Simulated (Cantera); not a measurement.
What does this Cantera script print?

```python
import numpy as np
import cantera as ct

gas_names = """
    H HNO HNO2 HNO3 HO2 H2 H2O H2O2 N NH NH2 NH3 NH2OH NO NO2 NO3 N2 N2H2 N2H4 N2O O OH O2 O3 Si SiH
    SiH2 SiH3 SiH4 SiN SiO SiO2 Si2 Si2N Si3
""".split()
cond_names = """
    H2O(s) H2O(L) Si(cr) Si(L) SiO2(Lqz) SiO2(hqz) SiO2(L) Si2N2O(s) Si3N4(a)
""".split()


# ... load() reads the species with a 1 bar reference pressure and builds the phases ...
atoms = {
    'Si3N4': {'Si': 3, 'N': 4},
    'O2': {'O': 2},
    'H2': {'H': 2},
}
top_T = {'Si2N2O(s)': 2100, 'Si3N4(a)': 2400}  # K; cautious upper limits of use, not melting points


# ... equilibrate(T, P, feed) seeds the gas with the atoms and calls Mixture.equilibrate('TP', solver="vcs", rtol=1e-11, max_steps=5000) ...
results = []
feed = {'Si3N4': 1, 'O2': 1.9, 'H2': 71}  # mol
P = 710  # Pa
for T in [1123, 1173, 1223, 1273, 1323, 1373, 1423, 1473, 1523, 1573]:
    mix = equilibrate(T, P, feed)
    results.append((T, P, feed, dict(zip(mix.species_names, mix.species_moles))))

top = {s: max(r[3][s] / sum(r[3][g] for g in gas_names) for r in results) for s in gas_names}
cols = sorted((s for s in top if top[s] > 1e-05), key=lambda s: -top[s])[:7]
seen = [c for c in cond_names if any(r[3].get(c, 0) > 1e-12 for r in results)]
print("log10 of partial pressures in bar; condensed amounts in mol")
print(f"{'T/K':>10s}" + "".join(f"{s[:9]:>10s}" for s in cols + seen))
for T, P, feed, n in results:
    ng = sum(n[g] for g in gas_names)
    print(f"{T:10.4g}" + "".join(f"{np.log10(max(n[s] / ng * P / 1e5, 1e-99)):10.3f}" for s in cols)
          + "".join(f"{n.get(c, 0):10.4g}" for c in seen))
```

Result:

```
log10 of partial pressures in bar; condensed amounts in mol
       T/K        H2       SiO        N2         H       H2O SiO2(hqz) Si2N2O(s)
      1123    -2.156   -10.256    -3.905    -8.449    -7.045     1.533    0.7336
      1173    -2.156    -9.249    -3.905    -8.007    -6.963     1.533    0.7337
      1223    -2.156    -8.327    -3.905    -7.600    -6.889     1.532    0.7338
      1273    -2.156    -7.478    -3.905    -7.225    -6.821     1.532    0.7337
      1323    -2.156    -6.695    -3.905    -6.878    -6.758     1.531    0.7332
      1373    -2.157    -5.970    -3.904    -6.556    -6.700     1.528    0.7304
      1423    -2.157    -5.299    -3.900    -6.256    -6.645     1.515     0.717
      1473    -2.158    -4.678    -3.883    -5.977    -6.591      1.46    0.6628
      1523    -2.163    -4.113    -3.829    -5.718    -6.532     1.266    0.4688
      1573    -2.174    -3.682    -3.724    -5.478    -6.385    0.7956         0
```

Cantera equilibrium calculation (NASA polynomials, part measured and part estimated; ideal gas, pure solids and liquids). Mutual solubility and eutectic melting of coexisting phases are not modelled. The tables hold silica as quartz up to 1696 K and as liquid above; real silica turns to tridymite and cristobalite and melts near 1996 K.
